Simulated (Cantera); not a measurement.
Input (Python, Cantera):

```python
import numpy as np
import cantera as ct

gas = ct.Solution("gri30.yaml")


def delay(T, t_max=10):
    gas.TPX = T, 500000, {'H2': 1, 'O2': 0.56, 'N2': 2.77}
    reactor = ct.IdealGasReactor(gas, clone=False)
    net = ct.ReactorNet([reactor])
    net.rtol, net.atol = 1e-8, 1e-16
    while net.time < t_max:
        t_old, T_old = net.time, reactor.T
        net.step()
        if reactor.T > T + 400:  # ignition: a rise of 400 K
            return t_old + (T + 400 - T_old) / (reactor.T - T_old) * (net.time - t_old)
    return np.nan


taus = []
for T in [1200, 1300, 1400, 1500, 1600, 1700, 1800, 1900]:
    taus.append(delay(T))
    print(f"T0 = {T:6g} K   tau = {taus[-1]:.4e} s")
```

Result:

```
T0 =   1200 K   tau = 1.7909e-05 s
T0 =   1300 K   tau = 7.6857e-06 s
T0 =   1400 K   tau = 4.6664e-06 s
T0 =   1500 K   tau = 3.2543e-06 s
T0 =   1600 K   tau = 2.4748e-06 s
T0 =   1700 K   tau = 2.0155e-06 s
T0 =   1800 K   tau = 1.7433e-06 s
T0 =   1900 K   tau = 1.5915e-06 s
```

Cantera simulation using GRI-Mech 3.0 (53 species, 325 reactions); the numbers are that mechanism's predictions, not measurements. The hydrogen kinetics of GRI-Mech 3.0 are dated; newer H2 mechanisms differ, most at raised pressure. Where the delays flatten at high temperature, the 400 K rule measures the pace of heat release, not the induction time.
